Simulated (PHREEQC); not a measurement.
## Acid mine or pickling water

Synthetic water in mg/L, 20 °C, pH 2.98, pe 9.4: Na 157; K 16.6; Ca 762; Mg 247; Cl 853; S(6) as SO4 2080; Zn 0.955; Al 0.787; Mn(2) 27.

Valence states are taken as typed.

Equilibrium calculation in PHREEQC: ion-association model, wateq4f.dat.

This is a speciation only: nothing precipitates in the calculation.

Task: Estimate the ionic strength, charge-balance error.

Result: ionic strength 0.0843 mol/kgw; charge-balance error 1.2 %.

Task: In which forms is Na present?

Result: Na+ 98 %, NaSO4- 2.3 % of the Na.
